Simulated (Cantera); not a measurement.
Input: 1 mol CH3SiH3, 0.78 mol C2H2, 48 mol H2, at 13.5 Torr.

Cantera equilibrium calculation (NASA polynomials, part measured and part estimated; ideal gas, pure solids and liquids). Candidate condensed phases: C, C6H6, C7H8, C8H18, Si, SiC; 87 gas species. The feed counts by its element totals alone. Gases not in the tables: Si2H6 and higher silanes. The numbers say what is thermodynamically allowed, not how fast it happens.

Problem. What share of the Si ends up in condensed phases as a function of T (K), at 1648, 1723, 1798, 1873, 1948, 2023, 2098, 2173, 2248, 2323, 2398, 2473, 2548?

Solution. 
| T (K) | Si condensed (%) | as |
|---|---|---|
| 1648 | 100.0 | SiC(s) |
| 1723 | 100.0 | SiC(s) |
| 1798 | 100.0 | SiC(s) |
| 1873 | 99.9 | SiC(s) |
| 1948 | 99.6 | SiC(s) |
| 2023 | 98.8 | SiC(s) |
| 2098 | 96.3 | SiC(s) |
| 2173 | 89.6 | SiC(s) |
| 2248 | 71.8 | SiC(s) |
| 2323 | 26.9 | SiC(s) |
| 2398 | 0.0 | - |
| 2473 | 0.0 | - |
| 2548 | 0.0 | - |
